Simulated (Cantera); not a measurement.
Charge: 1 mol LiCl, 0.45 mol HCl, 53 mol N2, at 1300 K and 13300 Pa.

Cantera equilibrium calculation (NASA polynomials, part measured and part estimated; ideal gas, pure solids and liquids). Candidate condensed phases: Li, LiCl, LiH, Li3N, NH4Cl; 19 gas species. The numbers say what is thermodynamically allowed, not how fast it happens.

Base state: N2 0.974, LiCl 0.0165, HCl 0.00826, Li2Cl2 0.000955 (mole fractions); condensed: gas only.

Task: What changes in the equilibrium state with this change: LiCl replaced by SrCl2?

Result: 
```csv
species,before,after
N2,0.974,0.991
HCl,0.00826,0.00841
SrCl2,0,9.19e-5
LiCl,0.0165,0
Li2Cl2,0.000955,0
"SrCl2(l), mol",0,0.995
```
Further candidate phases: Sr, SrCl2.

Task: What changes in the equilibrium state with this change: N2 from 53 to 4 mol?

Result: 
```json
[
 {"species": "N2", "before": "0.974", "after": "0.765"},
 {"species": "LiCl", "before": "0.0165", "after": "0.108"},
 {"species": "HCl", "before": "0.00826", "after": "0.0860"},
 {"species": "Li2Cl2", "before": "0.000955", "after": "0.0409"},
 {"species": "Li3Cl3", "before": "1.80e-6", "after": "0.000505"},
 {"species": "H2", "before": "4.86e-6", "after": "2.41e-5"},
 {"species": "Cl", "before": "9.58e-6", "after": "4.48e-5"}
]
```

Task: What changes in the equilibrium state with this change: temperature from 1300 K to 848 K?

Result: 
```
species         before    after
------------  --------  -------
N2               0.974    0.991
HCl            0.00826  0.00842
Li2Cl2        0.000955  5.98e-5
LiCl            0.0165  2.85e-5
LiCl(s), mol         0    0.991
```
